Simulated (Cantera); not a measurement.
**Stirred combustor or abatement burner**

A perfectly stirred reactor is fed with CH₄ : C₂H₆ : O₂ : N₂ : H₂O = 1 : 0.14 : 4.08 : 32.2 : 1 (molar parts), equivalence ratio 0.61, at 17.8 atm; it is adiabatic with a 425 K inlet, and is followed from long to short residence time, starting on the burning branch (τ in s: 0.21, 0.11, 0.054, 0.027, 0.014, 0.0068, 0.0034, 0.0017, 0.00086, 0.00043, 0.00022, 0.00011, 5.4e-05).

Model: GRI-Mech 3.0 (53 species, 325 reactions), integrated in Cantera. The pressure lies above the range GRI-Mech 3.0 was tuned for (to about 10 atm).

```
τ (s)    T (K)     x CH₄   x C₂H₆    x O₂     x CO    x N₂O   x C₂H₂
-------  -----  --------  -------  ------  -------  -------  -------
0.21      1168  0.000608  2.28e-5  0.0446  0.00330  6.12e-7  4.15e-6
0.11      1122   0.00134  5.27e-5  0.0479  0.00605  2.73e-7  7.71e-6
0.054      425    0.0260  0.00364   0.106   <1e-12   <1e-12   <1e-12
0.027      425    0.0260  0.00364   0.106   <1e-12   <1e-12   <1e-12
0.014      425    0.0260  0.00364   0.106   <1e-12   <1e-12   <1e-12
0.0068     425    0.0260  0.00364   0.106   <1e-12   <1e-12   <1e-12
0.0034     425    0.0260  0.00364   0.106   <1e-12   <1e-12   <1e-12
0.0017     425    0.0260  0.00364   0.106   <1e-12   <1e-12   <1e-12
0.00086    425    0.0260  0.00364   0.106   <1e-12   <1e-12   <1e-12
0.00043    425    0.0260  0.00364   0.106   <1e-12   <1e-12   <1e-12
0.00022    425    0.0260  0.00364   0.106   <1e-12   <1e-12   <1e-12
0.00011    425    0.0260  0.00364   0.106   <1e-12   <1e-12   <1e-12
5.4e-5     425    0.0260  0.00364   0.106   <1e-12   <1e-12   <1e-12
```
x: mole fraction; the columns are a selection and need not sum to one.
